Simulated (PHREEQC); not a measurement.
Make-up at 20 °C: 0.11 mol/kgw KOH and 0.24 mol/kgw Al(NO3)3. Closed to the air; pH follows from the charge balance.

Computed with PHREEQC (ion-association model, phreeqc.dat).

Precipitation was switched off in this run.

What pH, density, activity of water does the model give?

pH 5.27; density 1.040 g/cm³; activity of water 0.982.

In which forms is Al present?

Al+3 62 %, AlOH+2 30 %, Al(OH)2+ 7.5 % of the Al.

Saturation is exceeded, for instance for Al(OH)3(a), Gibbsite (slow to form); the values hold only as long as no solid forms. The ionic strength is past about 0.7 mol/kgw, beyond the range of this activity model, so the values are rough.
